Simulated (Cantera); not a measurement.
Feed: 1 mol TiCl₄, 3.7 mol H₂O, 210 mol N₂, held at 1450 °C and 2200 Pa.

Method: chemical equilibrium by Gibbs-energy minimisation in Cantera with the NASA 1993 tables (ideal gas, pure condensed phases). Candidate condensed phases: H₂O, NH₄Cl, Ti, TiCl₂, TiCl₃, TiCl₄, TiN, TiO, TiO₂, Ti₂O₃, Ti₃O₅, Ti₄O₇; 38 gas species. Kinetics and transport are ignored.

**Question.** What is the equilibrium state?

**Answer.** 
```
Property                                 Value
-----------------------------------  ---------
x(N₂)                                    0.973
x(HCl)                                  0.0177
x(H₂O)                                 0.00781
x(Cl)                                 0.000803
x(H₂)                                 0.000444
x(H)                                   2.59e-5
x(OH)                                  2.50e-5
x(NO)                                  2.32e-5
x(O₂)                                  9.15e-6
n(TiO₂(rutile))                      1.000 mol
gas amount                           215.8 mol
log10 activity of Ti₄O₇(s) (absent)      -2.41
log10 activity of Ti₃O₅(s) (absent)      -2.53
log10 activity of Ti₂O₃(s) (absent)      -3.08
```
